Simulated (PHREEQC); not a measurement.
## Polishing slurry liquid (model solution)

Dissolve 0.002 mol H2SO4, 0.0013 mol H4SiO4 and 0.091 mol KH2PO4 per kg of water at 25 °C. Closed to the air; pH follows from the charge balance.

Equilibrium calculation in PHREEQC: ion-association model, phreeqc.dat.

Each row changes one thing in this solution. This is a speciation only: nothing precipitates in the calculation.

```
case                                pH  ionic strength (mol/kgw)  SO4-2 (mol/kgw)  HSO4- (mol/kgw)  H3SiO4- (mol/kgw)  SI of SiO2(a) (SiO2)
--------------------------------  ----  ------------------------  ---------------  ---------------  -----------------  --------------------
as made                           3.45                    0.0927          0.00160          2.70e-5           7.06e-10                 -0.16
KH2PO4 from 0.091 to 0.1 mol/kgw  3.48                     0.102          0.00158          2.42e-5           7.71e-10                 -0.16
KH2PO4 left out                   2.48                   0.00518          0.00159         0.000412           6.20e-11                 -0.17
temperature from 25 to 30 °C      3.47                    0.0926          0.00157          2.81e-5           8.81e-10                 -0.20
diluted 100-fold with water       4.45                  0.000968          1.98e-5          6.23e-8           5.54e-11                 -2.17
temperature from 25 to 10 °C      3.38                    0.0929          0.00167          2.48e-5           3.36e-10                 -0.03
temperature from 25 to 85 °C      3.67                    0.0920          0.00129          5.71e-5            5.26e-9                 -0.57
```

Complexes and solids missing from the database can't appear. Some of these states are supersaturated (in Quartz (slow to form), Chalcedony (slow to form), for instance). Away from 25 °C the constants follow the database's enthalpies or fits; those with neither stay at their 25 °C values.
